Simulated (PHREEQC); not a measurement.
Reverse-osmosis permeate (model solution)

Model water analysis in mg/kgw, 25 °C, pH 6.52, pe 10.6:

```tsv
constituent	mg/kgw
Na	1.87
K	0.373
Ca	6.14
Mg	1.02
Cl	1.89
S(6) as SO4	3.84
Alkalinity as HCO3	22.5
Zn	0.252
O(0) (dissolved oxygen)	0.269
Si as SiO2	0.0136
Cd	0.102
N(5) as NO3	0.42
Ba	0.0333
```

Valence states are taken as typed.

All values are PHREEQC results (ion-association model, phreeqc.dat), not measurements.

ionic strength: 0.000734 mol/kgw
charge-balance error: -1.8 %

```
species  molality  activity   log γ
-------  --------  --------  ------
HCO3-    0.000368  0.000357  -0.013
CO2      0.000242  0.000242   0.000
Ca+2     0.000152  0.000134  -0.053
Na+       8.13e-5   7.89e-5  -0.013
Cl-       5.33e-5   5.17e-5  -0.013
Mg+2      4.15e-5   3.68e-5  -0.053
SO4-2     3.88e-5   3.44e-5  -0.053
K+        9.54e-6   9.25e-6  -0.013
O2        8.41e-6   8.41e-6   0.000
NO3-      6.77e-6   6.57e-6  -0.013
Zn+2      3.63e-6   3.22e-6  -0.053
Cd+2      8.86e-7   7.84e-7  -0.053
```

No solid was allowed to form. Complexes and solids missing from the database can't appear.
